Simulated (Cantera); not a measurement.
A Cantera script and what it prints.

```python
import numpy as np
import cantera as ct

gas_names = """
    Ca CaF CaF2 Ca2 F F2 H HF H2 H2F2 H3F3 H4F4 H5F5 H6F6 H7F7 N NF NF2 NF3 NH NH2 NH3 N2 N2H2 N2H4
""".split()
cond_names = """
    Ca(a) Ca(b) Ca(L) CaF2(a) CaF2(b) CaF2(L)
""".split()


# ... load() reads the species with a 1 bar reference pressure and builds the phases ...
atoms = {
    'CaF2': {'Ca': 1, 'F': 2},
    'H2': {'H': 2},
    'N2': {'N': 2},
}
top_T = {}  # K; cautious upper limits of use, not melting points


# ... equilibrate(T, P, feed) seeds the gas with the atoms and calls Mixture.equilibrate('TP', solver="vcs", rtol=1e-11, max_steps=5000) ...
results = []
feed = {'CaF2': 1, 'H2': 1.7, 'N2': 38}  # mol
P = 1333.22  # Pa
for T in [1223, 1298, 1373, 1448, 1523, 1598, 1673, 1748, 1823, 1898, 1973, 2048, 2123, 2198]:
    mix = equilibrate(T, P, feed)
    results.append((T, P, feed, dict(zip(mix.species_names, mix.species_moles))))

top = {s: max(r[3][s] / sum(r[3][g] for g in gas_names) for r in results) for s in gas_names}
cols = sorted((s for s in top if top[s] > 0.001), key=lambda s: -top[s])[:5]
seen = [c for c in cond_names if any(r[3].get(c, 0) > 1e-12 for r in results)]
print("log10 of partial pressures in bar; condensed amounts in mol")
print(f"{'T/K':>10s}" + "".join(f"{s[:9]:>10s}" for s in cols + seen))
for T, P, feed, n in results:
    ng = sum(n[g] for g in gas_names)
    print(f"{T:10.4g}" + "".join(f"{np.log10(max(n[s] / ng * P / 1e5, 1e-99)):10.3f}" for s in cols)
          + "".join(f"{n.get(c, 0):10.4g}" for c in seen))
```

Output:

```
log10 of partial pressures in bar; condensed amounts in mol
       T/K        N2        H2      CaF2        HF         H   CaF2(a)   CaF2(b)   CaF2(L)
      1223    -1.894    -3.243    -8.890    -8.221    -8.144         1         0         0
      1298    -1.894    -3.243    -7.867    -7.533    -7.592    0.9999         0         0
      1373    -1.894    -3.244    -6.962    -6.918    -7.099    0.9995         0         0
      1448    -1.894    -3.244    -6.161    -6.364    -6.657         0    0.9971         0
      1523    -1.894    -3.244    -5.452    -5.864    -6.258         0    0.9867         0
      1598    -1.895    -3.246    -4.818    -5.408    -5.897         0    0.9461         0
      1673    -1.896    -3.251    -4.249    -4.991    -5.569         0    0.8071         0
      1748    -1.901    -3.262    -3.764    -4.622    -5.272         0         0    0.4192
      1823    -1.906    -3.276    -3.535    -4.375    -5.001         0         0         0
      1898    -1.906    -3.286    -3.553    -4.243    -4.750         0         0         0
      1973    -1.907    -3.299    -3.575    -4.125    -4.520         0         0         0
      2048    -1.907    -3.318    -3.601    -4.019    -4.309         0         0         0
      2123    -1.908    -3.342    -3.632    -3.924    -4.116         0         0         0
      2198    -1.909    -3.375    -3.668    -3.841    -3.942         0         0         0
```

These are equilibrium values from Cantera (NASA tables, ideal gas, pure condensed phases), not measurements of a reactor.
